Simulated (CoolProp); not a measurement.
The fluid at 293.15 K and 0.166 MPa expands adiabatically to 0.0192 MPa with isentropic efficiency 0.7. The same conditions are run with several fluids, on thermodynamics alone (safety and materials aside).

Model: reference Helmholtz-energy equation of state of each fluid (c-C4F8 (RC318): Platzer 1990; propane: Lemmon 2009; R13: Platzer 1990; propylene: Lemmon 2013), in CoolProp. The equations of Platzer and Polt are older, rougher fits.

```tsv
fluid	work (kJ/kg)	final temperature (K)	final density (kg/m³)
c-C4F8 (RC318)	16.9	268.3	[?]
propane	[?]	[?]	0.420
R13	30.3	241.1	[?]
propylene	74.2	[?]	0.410
```

Q: What belongs in the gaps?

A: 
- c-C4F8 (RC318), final density (kg/m³): 1.74
- propane, work (kJ/kg): 71.9
- propane, final temperature (K): 243.6
- R13, final density (kg/m³): 1.00
- propylene, final temperature (K): 238.0
